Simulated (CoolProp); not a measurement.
A closed Brayton cycle with nitrogen: compressor inlet 305.15 K and 7.4 MPa, high pressure 17.9 MPa, turbine inlet 940 K, compressor efficiency 0.89, turbine efficiency 0.85, recuperator effectiveness 0 (on enthalpy, no pinch check). Each further row changes one setting.

Values from CoolProp's reference Helmholtz-energy equation of state, Span 2000.

| case | thermal efficiency (%) | net work (kJ/kg) | compressor to turbine work | compressor exit (K) | turbine exit (K) |
|---|---|---|---|---|---|
| as stated | 14.7 | 89.4 | 0.54 | 405.4 | 775.5 |
| turbine inlet 890 K | 14.3 | 79.0 | 0.57 | 405.4 | 732.8 |
| compressor inlet 315.15 K | 14.4 | 85.6 | 0.56 | 418.6 | 775.5 |
| high pressure 15.2 MPa | 12.4 | 78.3 | 0.52 | 384.9 | 803.5 |
| recuperator effectiveness 0.5 | 22.0 | 89.4 | 0.54 | 405.4 | 775.5 |
